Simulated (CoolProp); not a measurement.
A closed Brayton cycle with carbon dioxide: compressor inlet 310.15 K and 8.2 MPa, high pressure 25.6 MPa, turbine inlet 735 K, compressor efficiency 0.89, turbine efficiency 0.9, recuperator effectiveness 0.9 (on enthalpy, no pinch check). Each further row changes one setting.

Model: reference Helmholtz-energy equation of state, Span 1996, in CoolProp.

```csv
case,thermal efficiency (%),net work (kJ/kg),compressor to turbine work,compressor exit (K),turbine exit (K)
as stated,33.3,90.0,0.30,374.6,608.4
turbine inlet 685 K,31.1,79.2,0.33,374.6,563.0
compressor inlet 320.15 K,31.3,74.7,0.42,410.1,608.4
high pressure 21.8 MPa,32.1,80.8,0.28,365.3,625.8
recuperator effectiveness 0.5,23.7,90.0,0.30,374.6,608.4
```
